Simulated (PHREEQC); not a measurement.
Solution (50 °C): 2.9 mol H2SO4 and 0.00024 mol H4SiO4 per kg of water. Closed to the air; pH follows from the charge balance.

Model: Pitzer model, pitzer.dat, run in PHREEQC.

```tsv
quantity	before	after
pH	-0.99	-0.88
ionic strength (mol/kgw)	3.82	5.20
HSO4- (mol/kgw)	2.44	4.00
SO4-2 (mol/kgw)	0.460	0.401
```

Name the change that produced these shifts.
A) H4SiO4 from 0.00024 to 0.0012 mol/kgw
B) 1.1 mol/kgw NaOH added
C) diluted 5-fold with water
D) 1.5 mol/kgw Na2SO4 added
E) H4SiO4 from 0.00024 to 2.4e-05 mol/kgw

D, 1.5 mol/kgw Na2SO4 added

This is a speciation only: nothing precipitates in the calculation. In brines, pH and single-ion activities rest on the MacInnes convention. At this temperature some constants are extrapolated from 25 °C, and those without enthalpy data are left unchanged.
